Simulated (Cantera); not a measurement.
Feed: 1 mol Al, 15 mol NH3, 24 mol H2, equilibrated at 133 Pa.

Method: chemical equilibrium by Gibbs-energy minimisation in Cantera with the NASA 1993 tables (ideal gas, pure condensed phases). Candidate condensed phases: Al, AlN; 13 gas species. The numbers say what is thermodynamically allowed, not how fast it happens.

At 1975 K, list the 5 most abundant gas species with their mole fractions, and the condensed phases.

H2 0.814, N2 0.134, H 0.0338, Al 0.0177, AlH 0.000172. Condensed: gas only.
